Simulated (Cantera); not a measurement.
Feed: 1 mol CF₄, 2 mol HCl, 0.069 mol H₂, at 923.15 K and 3200 Pa.

Equilibrium computed with Cantera from the NASA thermochemical tables; the gas is ideal and each condensed phase is pure. Candidate condensed phases: C, C₆H₆, C₇H₈, C₈H₁₈; 118 gas species. Gases not in the tables: C₂F₆ and larger saturated fluorocarbons. The numbers say what is thermodynamically allowed, not how fast it happens.

Base state: HCl 0.463, CF₄ 0.254, HF 0.200, Cl₂ 0.0743, CClF₃ 0.00785, CCl₂F₂ 0.000345, Cl 0.000171, CCl₃F 1.59e-5 (mole fractions); condensed: C(graphite).

Problem. What changes in the equilibrium state with this change: H₂ from 0.069 to 7.7 mol?

Solution. 
```csv
species,before,after
H₂,<1e-9,0.485
HF,0.200,0.342
HCl,0.463,0.171
CF₄,0.254,<1e-9
Cl₂,0.0743,<1e-9
CClF₃,0.00785,<1e-9
CH₄,<1e-9,0.00174
CCl₂F₂,0.000345,<1e-9
Cl,0.000171,<1e-9
"C(graphite), mol",0.154,0.980
```

Problem. What changes in the equilibrium state with this change: HCl from 2 to 0.045 mol?

Solution. 
```
species             before    after
----------------  --------  -------
CF₄                  0.254    0.836
HF                   0.200    0.126
HCl                  0.463   0.0328
Cl₂                 0.0743  0.00169
CCl₃F              1.59e-5  7.38e-8
CCl₂F₂            0.000345  1.43e-5
Cl                0.000171  2.58e-5
C(graphite), mol     0.154   0.0355
```
